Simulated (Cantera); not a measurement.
Cantera run, input and output.

```python
import numpy as np
import cantera as ct

gas = ct.Solution("gri30.yaml")
gas.TPX = 1348, 520000, {'CH2O': 0.0041, 'O2': 0.0063, 'N2': 1}
inlet = ct.Reservoir(gas, clone=True)

reactor = ct.IdealGasConstPressureReactor(gas, energy="off", clone=False)
exhaust = ct.Reservoir(gas, clone=True)
tau = [0.51, 0.24, 0.11, 0.053, 0.025, 0.012, 0.0056, 0.0026, 0.0012, 0.00058, 0.00027][0]
for a, b in ((inlet, reactor), (reactor, exhaust)):
    ct.MassFlowController(a, b, mdot=lambda t: reactor.mass / tau)
net = ct.ReactorNet([reactor])
show = ['CH2O', 'O2', 'HCO', 'C2H', 'CH2']

rows = []
print(f"{'tau/s':>10s}{'T/K':>9s}" + "".join(f"{s:>11s}" for s in show))
for tau in [0.51, 0.24, 0.11, 0.053, 0.025, 0.012, 0.0056, 0.0026, 0.0012, 0.00058, 0.00027]:
    net.initial_time = 0.0
    net.advance(30 * tau)
    before = gas.X
    net.advance(40 * tau)
    drift = np.max(np.abs(gas.X - before) / (gas.X + 1e-9))
    rows.append([gas.T, *gas[show].X, drift])
    print(f"{tau:10.3e}{gas.T:9.1f}" + "".join(f"{x:11.3e}" for x in gas[show].X))
```

Output:

```
     tau/s      T/K       CH2O         O2        HCO        C2H        CH2
 5.100e-01   1348.0  7.406e-07  2.203e-03  6.187e-10  3.142e-26  5.203e-16
 2.400e-01   1348.0  1.209e-06  2.224e-03  1.313e-09  3.813e-25  3.032e-15
 1.100e-01   1348.0  1.955e-06  2.258e-03  2.858e-09  4.687e-24  1.790e-14
 5.300e-02   1348.0  2.983e-06  2.309e-03  5.911e-09  4.479e-23  8.877e-14
 2.500e-02   1348.0  4.495e-06  2.389e-03  1.246e-08  4.076e-22  4.252e-13
 1.200e-02   1348.0  6.593e-06  2.504e-03  2.575e-08  3.081e-21  1.779e-12
 5.600e-03   1348.0  9.741e-06  2.672e-03  5.447e-08  2.154e-20  6.970e-12
 2.600e-03   1348.0  1.453e-05  2.899e-03  1.152e-07  1.303e-19  2.420e-11
 1.200e-03   1348.0  2.227e-05  3.188e-03  2.433e-07  7.059e-19  7.521e-11
 5.800e-04   1348.0  3.467e-05  3.508e-03  4.890e-07  3.255e-18  1.994e-10
 2.700e-04   1348.0  5.972e-05  3.898e-03  1.015e-06  1.585e-17  5.128e-10
```

Cantera simulation using GRI-Mech 3.0 (53 species, 325 reactions); the numbers are that mechanism's predictions, not measurements.
